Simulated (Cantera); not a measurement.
Feed: 1 mol Si, 4.5 mol HCl, 0.25 mol H₂, held at 830000 Pa.

These are equilibrium values from Cantera (NASA tables, ideal gas, pure condensed phases), not measurements of a reactor. Candidate condensed phases: Si; 19 gas species. Kinetics and transport are ignored. All values below are at 775 K.

Base state: H₂ 0.599, SiCl₄ 0.266, HCl 0.134, SiHCl₃ 0.000769 (mole fractions); condensed: gas only.

### Question
What changes in the equilibrium state with this change: HCl from 4.5 to 1.8 mol?

### Answer
```
species       before     after
----------  --------  --------
H₂             0.599     0.668
SiCl₄          0.266     0.183
SiHCl₃      0.000769     0.139
HCl            0.134  0.000569
SiH₃Cl         <1e-9  0.000108
SiH₂Cl₂      1.71e-7   0.00816
Si(s), mol         0     0.490
```
The tables' values for SiCl₃ are old estimates; treat these amounts as uncertain.
